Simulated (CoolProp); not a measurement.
Vapour-liquid equilibrium of C3F8 (R218) (1) + c-C4F8 (RC318) (2) at 5.72 bar; x and y are mole fractions of (1).

The numbers come from the multi-fluid Helmholtz-energy mixture model, Lemmon 2006 and Platzer 1990; pair parameters Bell 2016 in CoolProp. This equation is an older, rougher fit; its heat capacities, sound speeds and derivatives of the liquid may be far off and weren't checked against measurements.

```tsv
x	bubble temperature (K)	y at the bubble point	dew temperature at overall composition x (K)	liquid density (mol/L)
0.05	317.8	0.067	318.0	7.079
0.125	316.2	0.177	317.0	7.121
0.2	314.2	0.291	315.9	7.167
0.275	311.7	0.404	314.5	7.215
0.35	308.9	0.512	313.0	7.266
0.425	305.9	0.611	311.2	7.316
0.5	302.7	0.698	309.3	7.363
0.575	299.4	0.772	307.0	7.405
0.65	296.2	0.834	304.5	7.441
0.725	293.2	0.885	301.5	7.467
0.8	290.3	0.926	298.1	7.483
0.875	287.5	0.959	293.8	7.487
0.95	285.0	0.985	288.3	7.479
```

No azeotrope shows between x = 0.05 and 0.95.

The pair parameters rest on a limited set of measurements; away from them the model extrapolates.
